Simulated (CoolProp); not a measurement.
Saturation properties of R124 (Tc = 395.4 K, pc = 3624 kPa, ω = 0.288).

Computed with CoolProp (reference Helmholtz-energy equation of state, de Vries 1995).

```tsv
T (K)	p (kPa)	liquid density (kg/m³)	vapour density (kg/m³)	enthalpy of vaporisation (kJ/kg)	liquid cp (kJ/(kg K))
285.3	252.1	1398	15.79	153.7	1.106
291.2	306.9	1379	19.08	150.5	1.119
297.1	370.4	1359	22.89	147.2	1.132
303	443.3	1338	27.29	143.7	1.146
308.9	526.6	1317	32.35	140.1	1.162
314.8	621.1	1295	38.16	136.3	1.179
320.7	727.7	1273	44.81	132.3	1.198
326.6	847.4	1249	52.44	128.1	1.219
```

It boils at 261.2 K under 1 atm.
